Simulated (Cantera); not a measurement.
Feed: 1 mol PbO, 380 mol H2, 0.075 mol H2O, held at 2073.15 K and 0.200 bar.

These are equilibrium values from Cantera (NASA tables, ideal gas, pure condensed phases), not measurements of a reactor. Candidate condensed phases: H2O, Pb, PbO, PbO2, Pb3O4; 12 gas species. Equilibrium is a limit: real reactors are often held back by kinetics, nucleation or transport.

Base state: H2 0.989, H 0.00585, H2O 0.00281, Pb 0.00262 (mole fractions); condensed: gas only.

**Question.** What changes in the equilibrium state with this change: temperature from 2073.15 K to 2273 K?

**Answer.** 
```csv
species,before,after
H2,0.989,0.976
H,0.00585,0.0186
H2O,0.00281,0.00279
Pb,0.00262,0.00260
```

**Question.** What changes in the equilibrium state with this change: temperature from 2073.15 K to 2023 K?

**Answer.** 
```
species   before    after
-------  -------  -------
H2         0.989    0.990
H        0.00585  0.00423
H2O      0.00281  0.00281
Pb       0.00262  0.00262
```
